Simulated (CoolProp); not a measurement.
Ammonia at 519.42 K and 0.115 MPa flows at 1.3 m/s in a round tube of 2 mm bore and 15 µm roughness, fully developed (64/Re and Nu = 3.66 if laminar; Colebrook and Gnielinski if turbulent). Each further row changes one setting.

Model: reference Helmholtz-energy equation of state, Gao 2020, in CoolProp.

```
case              Reynolds number  Darcy friction factor  pressure drop (Pa/m)  heat-transfer coefficient (W/(m² K))  mass flow (kg/h)
----------------  ---------------  ---------------------  --------------------  ------------------------------------  ----------------
as stated                    63.4                   1.01                   194                                   103           0.00668
velocity 2.6 m/s              127                  0.504                   387                                   103            0.0134
diameter 4 mm                 127                  0.504                  48.4                                  51.5            0.0267
```

Viscosity comes from a separate model (Fenghour 1995). Thermal conductivity comes from a separate model (Tufeu 1984).
